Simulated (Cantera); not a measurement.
# Premixed flame

A freely propagating, adiabatic, planar premixed flame of 8.98 % CH4, 19.1 % O2, 71.9 % N2, equivalence ratio 0.94, unburnt at 500 K and 0.132 atm; multicomponent transport, grid criteria slope 0.08 and curve 0.16, no radiation.

Cantera simulation using GRI-Mech 3.0 (53 species, 325 reactions); the numbers are that mechanism's predictions, not measurements. Burning velocities carry a grid error of a few per cent, more on coarse grids.

```json
[
 {"z (mm)": "-6.36", "T (K)": "500", "u (m/s)": "1.33", "x CH4": "0.0898", "x O2": "0.191", "x C2H": "<1e-8", "x CH2": "<1e-8", "x HCN": "<1e-8", "x CO2": "<1e-8"},
 {"z (mm)": "-4.24", "T (K)": "500", "u (m/s)": "1.33", "x CH4": "0.0897", "x O2": "0.191", "x C2H": "<1e-8", "x CH2": "<1e-8", "x HCN": "<1e-8", "x CO2": "2.14e-7"},
 {"z (mm)": "-3.18", "T (K)": "503", "u (m/s)": "1.34", "x CH4": "0.0894", "x O2": "0.191", "x C2H": "<1e-8", "x CH2": "<1e-8", "x HCN": "<1e-8", "x CO2": "2.19e-6"},
 {"z (mm)": "-2.12", "T (K)": "535", "u (m/s)": "1.43", "x CH4": "0.0873", "x O2": "0.188", "x C2H": "<1e-8", "x CH2": "<1e-8", "x HCN": "<1e-8", "x CO2": "7.42e-5"},
 {"z (mm)": "-1.06", "T (K)": "853", "u (m/s)": "2.33", "x CH4": "0.0678", "x O2": "0.164", "x C2H": "<1e-8", "x CH2": "5.28e-7", "x HCN": "2.33e-7", "x CO2": "0.00219"},
 {"z (mm)": "-0.530", "T (K)": "1242", "u (m/s)": "3.43", "x CH4": "0.0391", "x O2": "0.126", "x C2H": "<1e-8", "x CH2": "1.33e-5", "x HCN": "7.94e-7", "x CO2": "0.00746"},
 {"z (mm)": "0", "T (K)": "1625", "u (m/s)": "4.53", "x CH4": "0.0106", "x O2": "0.0794", "x C2H": "9.52e-8", "x CH2": "5.18e-5", "x HCN": "1.83e-6", "x CO2": "0.0173"},
 {"z (mm)": "0.530", "T (K)": "1786", "u (m/s)": "4.99", "x CH4": "0.00108", "x O2": "0.0501", "x C2H": "8.53e-8", "x CH2": "1.53e-5", "x HCN": "1.74e-6", "x CO2": "0.0291"},
 {"z (mm)": "1.06", "T (K)": "1819", "u (m/s)": "5.08", "x CH4": "5.69e-5", "x O2": "0.0387", "x C2H": "<1e-8", "x CH2": "9.59e-7", "x HCN": "8.03e-7", "x CO2": "0.0392"},
 {"z (mm)": "2.12", "T (K)": "1842", "u (m/s)": "5.12", "x CH4": "1.58e-7", "x O2": "0.0329", "x C2H": "<1e-8", "x CH2": "<1e-8", "x HCN": "1.18e-7", "x CO2": "0.0508"},
 {"z (mm)": "4.24", "T (K)": "1869", "u (m/s)": "5.17", "x CH4": "<1e-8", "x O2": "0.0304", "x C2H": "<1e-8", "x CH2": "<1e-8", "x HCN": "<1e-8", "x CO2": "0.0579"},
 {"z (mm)": "8.48", "T (K)": "1905", "u (m/s)": "5.26", "x CH4": "<1e-8", "x O2": "0.0292", "x C2H": "<1e-8", "x CH2": "<1e-8", "x HCN": "<1e-8", "x CO2": "0.0601"},
 {"z (mm)": "17.0", "T (K)": "1959", "u (m/s)": "5.39", "x CH4": "<1e-8", "x O2": "0.0276", "x C2H": "<1e-8", "x CH2": "<1e-8", "x HCN": "<1e-8", "x CO2": "0.0617"}
]
```
x: mole fraction of selected species; z is measured from the peak of heat release.

```yaml
laminar_burning_velocity: 133 cm/s
thermal_thickness: 2.12 mm
peak x(C2H): 1.46e-7
peak x(CH2): 5.18e-5
peak x(HCN): 2.04e-6
grid_points: 161
```
